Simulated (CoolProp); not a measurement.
Vapour-liquid equilibrium of CH2F2 (R32) (1) + methanol (2) at 289.6 K; x and y are mole fractions of (1).

Model: multi-fluid Helmholtz-energy mixture model, Tillner-Roth 1997 and de Reuck 1993; pair parameters Bell 2016, in CoolProp.

```
x     bubble pressure (bar)  y at the bubble point  dew pressure at overall composition x (bar)  liquid density (mol/L)
----  ---------------------  ---------------------  -------------------------------------------  ----------------------
0.05                  2.126                  0.949                                       0.1130                   24.66
0.15                    ___                  0.979                                       0.1262                   24.36
0.25                  7.501                  0.985                                       0.1428                   24.02
0.35                  8.832                  0.987                                          ___                   23.61
0.45                  9.594                  0.989                                       0.1946                     ___
0.55                  10.05                  0.989                                       0.2378                     ___
0.65                    ___                  0.990                                       0.3058                     ___
0.75                  10.87                  0.991                                       0.4284                   21.33
0.85                  11.55                    ___                                       0.7154                   20.54
0.95                    ___                  0.997                                        2.170                   19.64
```

### Question
Some entries are withheld; supply them.

### Answer

- 0.15, bubble pressure (bar): 5.334
- 0.35, dew pressure at overall composition x (bar): 0.1647
- 0.45, liquid density (mol/L): 23.15
- 0.55, liquid density (mol/L): 22.62
- 0.65, bubble pressure (bar): 10.42
- 0.65, liquid density (mol/L): 22.02
- 0.85, y at the bubble point: 0.993
- 0.95, bubble pressure (bar): 12.61

No azeotrope shows between x = 0.05 and 0.95.

Pair parameters are fitted to limited data, so mixtures are less certain than the pure fluids. The gap from Raoult's law changes sign with composition, which may be real or a fault of the pair parameters; it wasn't checked against measurements. With so large a gap from Raoult's law the liquid may split in two, which this calculation doesn't test in full.
